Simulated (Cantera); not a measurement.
A closed system holds: 1 mol SiH4, 0.31 mol Cl2, 4.9 mol N2, at 140 Pa.

Cantera equilibrium calculation (NASA polynomials, part measured and part estimated; ideal gas, pure solids and liquids). Candidate condensed phases: NH4Cl, Si, Si3N4; 28 gas species. N2 is the only nitrogen source here; it is nearly inert below about 1500 K, so the nitride shown seldom forms there in practice. Equilibrium is a limit: real reactors are often held back by kinetics, nucleation or transport.

Over these rows the condensed part is Si3N4(s). Partial pressures as log10 of bar:

| T (K) | 1000/T (1/K) | log p SiCl2 | log p N2 | log p H2 | log p HCl |
|---|---|---|---|---|---|
| 1025 | 0.9756 | -8.91 | -3.04 | -3.44 | -3.88 |
| 1075 | 0.9302 | -8.28 | -3.04 | -3.44 | -3.88 |
| 1125 | 0.8889 | -7.71 | -3.04 | -3.44 | -3.88 |
| 1175 | 0.8511 | -7.19 | -3.04 | -3.44 | -3.88 |
| 1225 | 0.8163 | ? | -3.04 | -3.44 | -3.88 |
| 1275 | 0.7843 | -6.28 | -3.04 | -3.44 | -3.88 |

**Question.** Fit log p(SiCl2) = a + b·(1000/T) to the five rows, give the apparent enthalpy, and predict the row at 1225 K.

**Answer.** Means: 1000/T = 0.8860, log p = -7.674. Sxy = -0.296297, Sxx = 0.0215511, so b = -13.75 and a = -7.674 − (-13.75)×0.8860 = 4.51.
Apparent enthalpy: −19.145 × (-13.75) = 263 kJ/mol. With the condensed phases at unit activity, 1/3 Si3N4(s) + 2 HCl(g) = SiCl2(g) + 2/3 N2(g) + H2(g) links this pressure to the main gases: over the six rows their terms move log p by +0.00 in all, so the slope is close to that reaction's ΔH°. The five rows lie within 0.01 of the line.
Prediction at 1225 K: 4.51 + (-13.75)×0.8163 = -6.71. The computed value is -6.71, 0.00 from the line.
